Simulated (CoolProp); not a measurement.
m-xylene along the isobar 1.03 MPa: Z from the reference equation and from simpler models built on Tc = 616.9 K, pc = 3.535 MPa, ω = 0.326; each cubic takes its own stable root.

Values from CoolProp's reference Helmholtz-energy equation of state, Zhou 2012.

```tsv
T (K)	phase	reference	Redlich-Kwong	Soave-Redlich-Kwong	Peng-Robinson
469.8	liquid	0.04025	0.04951	0.04671	0.04122
491.2	liquid	0.03999	0.04982	0.04679	0.04125
512.7	liquid	0.04004	0.8016	0.04743	0.04179
534.2	gas	0.7951	0.8283	0.8122	0.7998
555.6	gas	0.8275	0.8498	0.8395	0.8275
577.1	gas	0.8524	0.8676	0.8618	0.8502
598.5	gas	0.8720	0.8825	0.8801	0.8690
620	gas	0.8879	0.8952	0.8956	0.8848
```

At some of these states Redlich-Kwong gives the other phase, because its saturation line lies elsewhere.
